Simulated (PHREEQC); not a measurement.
Acid rinse or clean: an equilibrium model

A solution holds 0.013 mol HF and 0.002 mol CaCl2 per kg of water, at 25 °C. Closed to the air; pH follows from the charge balance.

Equilibrium calculation in PHREEQC: ion-association model, phreeqc.dat.

Precipitation was switched off in this run.

Problem. Predict the pH.

Solution. pH 2.58.

Problem. In which forms is F present?

Solution. HF 77 %, F- 21 %, HF2- 1.6 % of the F.

Saturation is exceeded, for instance for Fluorite; the values hold only as long as no solid forms.
